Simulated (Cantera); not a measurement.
## Adiabatic ignition

An adiabatic, constant-volume homogeneous reactor starts with 22.2 % CH3OH, 15.8 % O2, 59.6 % N2, 2.44 % H2O, at 1250 K and 1700000 Pa.

Computed with Cantera and GRI-Mech 3.0 (53 species, 325 reactions). GRI-Mech 3.0 was tuned for natural gas; its chemistry of methanol as a main component is partial and can be far from experiment. The pressure lies above the range GRI-Mech 3.0 was tuned for (to about 10 atm).

```
t (s)     T (K)  P (bar)   x CH3OH     x O2   x H2O      x NO    x CH3    x CH4
--------  -----  -------  --------  -------  ------  --------  -------  -------
5.00e-6    1250     17.0     0.222    0.158  0.0244    <1e-12  8.15e-8  4.02e-7
1.14e-5    1250     17.0     0.222    0.158  0.0244    <1e-12  8.07e-8  1.02e-6
2.60e-5    1250     17.0     0.222    0.158  0.0244    <1e-12  7.87e-8  2.39e-6
5.95e-5    1250     17.0     0.221    0.158  0.0244    <1e-12  7.49e-8  5.41e-6
0.000136   1250     17.0     0.221    0.158  0.0245    <1e-12  6.78e-8  1.18e-5
0.000310   1260     17.2     0.216    0.155  0.0276    <1e-12  4.43e-8  2.38e-5
0.000707   2692     47.2  6.18e-11  1.26e-5   0.228  0.000161  1.86e-9  4.90e-9
0.00161    2692     47.1  6.18e-11  1.26e-5   0.228  0.000187  1.86e-9  4.91e-9
0.00368    2692     47.1  6.18e-11  1.26e-5   0.228  0.000187  1.86e-9  4.91e-9
0.00841    2692     47.1  6.18e-11  1.26e-5   0.228  0.000187  1.86e-9  4.91e-9
0.0192     2692     47.1  6.18e-11  1.26e-5   0.228  0.000187  1.86e-9  4.91e-9
0.0438     2692     47.1  6.18e-11  1.26e-5   0.228  0.000187  1.86e-9  4.91e-9
0.100      2692     47.1  6.18e-11  1.26e-5   0.228  0.000187  1.86e-9  4.91e-9
```
x: mole fraction; the columns are a selection and need not sum to one.

The time of steepest temperature rise is 0.360 ms and the temperature at 0.100 s is 2692 K. The equilibrium temperature is 2692 K, the x(CH3OH) at 0.100 s is 6.18e-11 (gas-phase equilibrium 6.37e-11) and the x(O2) at 0.100 s comes out as 1.26e-5 (gas-phase equilibrium 1.26e-5). The x(H2O) at 0.100 s is 0.228 (gas-phase equilibrium 0.228).
